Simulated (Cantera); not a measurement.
An isothermal, constant-pressure homogeneous reactor starts with 40.0 % H₂, 25.0 % O₂, 35.0 % N₂, equivalence ratio 0.80, at 798 K and 13300 Pa.

Detailed kinetics in Cantera: GRI-Mech 3.0 (53 species, 325 reactions). Radical loss at walls, strong at low pressure, is not modelled. Below about 950 K walls govern HO2 and H2O2 in real vessels. The temperature is held fixed by assumption; the heat of reaction is taken as removed at once.

x: mole fraction; the columns are a selection and need not sum to one.

```csv
t (s),x H₂,x O₂,x NO,x H₂O₂,x H₂O,x O,x OH
1.00e-5,0.400,0.250,<1e-12,<1e-12,<1e-12,<1e-12,<1e-12
5.24e-5,0.400,0.250,<1e-12,<1e-12,<1e-12,<1e-12,<1e-12
0.000275,0.400,0.250,<1e-12,<1e-12,1.72e-12,<1e-12,<1e-12
0.00144,0.400,0.250,<1e-12,<1e-12,3.99e-11,<1e-12,<1e-12
0.00756,0.400,0.250,<1e-12,3.91e-12,5.01e-10,1.06e-12,<1e-12
0.0397,0.400,0.250,<1e-12,1.69e-10,4.35e-9,1.93e-12,<1e-12
0.208,0.400,0.250,<1e-12,[?],1.56e-7,3.22e-11,5.54e-12
1.09,0.317,0.211,6.41e-11,[?],0.104,2.15e-10,7.03e-11
5.72,0.317,0.211,8.73e-11,[?],0.104,4.22e-10,1.50e-10
30.0,0.312,0.208,1.82e-10,[?],0.110,2.06e-9,9.84e-10
```

Fill in the missing entries.


- 0.208, x H₂O₂: 1.74e-8
- 1.09, x H₂O₂: 5.53e-5
- 5.72, x H₂O₂: 0.000121
- 30.0, x H₂O₂: 0.000728
